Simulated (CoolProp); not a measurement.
Aqueous ethanol as a coolant, at 33 °C, 1 atm.

The numbers come from the Melinder's fits for secondary coolants in CoolProp.

```json
[
 {"mass %": "4.6", "freezing point (°C)": "-1.9", "density (kg/m³)": "986.1", "conductivity (W/(m K))": "0.584", "cp (kJ/(kg K))": "4.210", "viscosity (mPa s)": "0.886"},
 {"mass %": "11.7", "freezing point (°C)": "(withheld)", "density (kg/m³)": "975.0", "conductivity (W/(m K))": "0.533", "cp (kJ/(kg K))": "4.283", "viscosity (mPa s)": "1.13"},
 {"mass %": "18.9", "freezing point (°C)": "(withheld)", "density (kg/m³)": "964.3", "conductivity (W/(m K))": "0.485", "cp (kJ/(kg K))": "4.316", "viscosity (mPa s)": "1.38"},
 {"mass %": "26", "freezing point (°C)": "-16.4", "density (kg/m³)": "952.9", "conductivity (W/(m K))": "0.442", "cp (kJ/(kg K))": "4.286", "viscosity (mPa s)": "1.60"},
 {"mass %": "33.1", "freezing point (°C)": "-23.1", "density (kg/m³)": "939.8", "conductivity (W/(m K))": "0.402", "cp (kJ/(kg K))": "4.203", "viscosity (mPa s)": "1.74"},
 {"mass %": "40.2", "freezing point (°C)": "-29.7", "density (kg/m³)": "925.2", "conductivity (W/(m K))": "0.366", "cp (kJ/(kg K))": "4.090", "viscosity (mPa s)": "1.82"},
 {"mass %": "47.3", "freezing point (°C)": "-35.6", "density (kg/m³)": "909.3", "conductivity (W/(m K))": "(withheld)", "cp (kJ/(kg K))": "3.962", "viscosity (mPa s)": "1.84"}
]
```

Some entries are withheld; supply them.


- 11.7, freezing point (°C): -5.3
- 18.9, freezing point (°C): -10.2
- 47.3, conductivity (W/(m K)): 0.332
